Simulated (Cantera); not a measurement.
Feed: 1 mol V, 13 mol NH3, 18 mol N2, 3.5 mol N2O, at 0.00495 Torr.

These are equilibrium values from Cantera (NASA tables, ideal gas, pure condensed phases), not measurements of a reactor. Candidate condensed phases: H2O, V, VN, VO, V2O3, V2O4, V2O5; 28 gas species. Condensed phases not in the tables: the oxides between V2O3 and V2O5 other than VO2. Equilibrium is a limit: real reactors are often held back by kinetics, nucleation or transport.

At 925 °C, list the 4 most abundant gas species with their mole fractions, and the condensed phases.

N2 0.589, H2 0.368, H2O 0.0421, H 4.49e-5. Condensed: V2O3(s).
